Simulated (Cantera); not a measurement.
trisilylamine + NH3 + N2 (silicon nitride deposition)

A closed system holds: 1 mol trisilylamine, a varied amount of NH3, 0.81 mol N2, equilibrated at 37.0 mbar.

Cantera equilibrium calculation (NASA polynomials, part measured and part estimated; ideal gas, pure solids and liquids). Candidate condensed phases: Si, Si3N4; 18 gas species. The feed counts by its element totals alone. Mutual solubility and eutectic melting of coexisting phases are not modelled. The numbers say what is thermodynamically allowed, not how fast it happens.

Task: Map the stable condensed phases over T = 800, 900, 1000, 1100, 1200, 1300, 1400, 1500, 1600, 1700, 1800, 1900, 2000 K and n(NH3) in mol = 0.28, 1.1, 1.8, 2.6, 3.4, 4.1, 4.9, 5.7, 6.5, 7.2.

Result: 
```
T in K \ n(NH3) in mol
         0.28  1.1  1.8  2.6  3.4  4.1  4.9  5.7  6.5  7.2
   2000     A    A    A    A    A    A    A    A    A    A
   1900     A    A    A    A    A    A    A    A    A    A
   1800     A    A    A    A    B    B    B    B    B    B
   1700     B    B    B    C    C    C    C    C    C    C
   1600     B    B    C    C    C    C    C    C    C    C
   1500     B    B    C    C    C    C    C    C    C    C
   1400     B    B    C    C    C    C    C    C    C    C
   1300     B    B    C    C    C    C    C    C    C    C
   1200     B    B    C    C    C    C    C    C    C    C
   1100     B    B    C    C    C    C    C    C    C    C
   1000     B    B    C    C    C    C    C    C    C    C
    900     B    B    C    C    C    C    C    C    C    C
    800     B    B    C    C    C    C    C    C    C    C
```
A: Si; B: Si + Si3N4; C: Si3N4.
